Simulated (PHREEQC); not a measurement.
A column of 0.5 m (30 cells, dispersivity 0.018 m, 60 s a shift, diffusion coefficient 3e-10 m²/s) holds 0.0096 eq of the database's cation exchanger X per kg of pore water, first in equilibrium with 16 mmol/kgw MgCl2 and 0.01 mmol/kgw HCl. It is flushed with 0.0031 mol/kgw KCl, 0.0022 mol/kgw CaCl2 and 1e-05 mol/kgw HCl, at 15 °C. Values are for the last cell. CO2 from the air is kept out. No solid was allowed to form.

The series has 31 steps of pore volumes, from 0 to 5.017.

Equilibrium calculation in PHREEQC: ion-association model, phreeqc.dat.

Problem. After how many pore volumes does K at the outlet first reach half of its feed value?

Solution. By 1.5 pore volumes.

Problem. After how many pore volumes does Ca at the outlet first reach half of its feed value?

Solution. By 3.0 pore volumes.
